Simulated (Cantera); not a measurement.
A closed system holds: 1 mol Si, 0.64 mol Br₂, equilibrated at 650 K and 10.0 mbar.

These are equilibrium values from Cantera (NASA tables, ideal gas, pure condensed phases), not measurements of a reactor. Candidate condensed phases: Br₂, Si; 9 gas species. Rates play no part.

Base state: SiBr₄ 1.000 (mole fractions); condensed: Si(s).

**Question.** What changes in the equilibrium state with this change: 0.88 mol O₂ added?

**Answer.** 
```csv
species,before,after
Br₂,<1e-9,0.769
SiBr₄,1.000,0.231
Br,<1e-9,9.07e-5
"Si(s), mol",0.680,0
"SiO₂(α-quartz), mol",0,0.880
```
Further candidate phases: SiO₂.
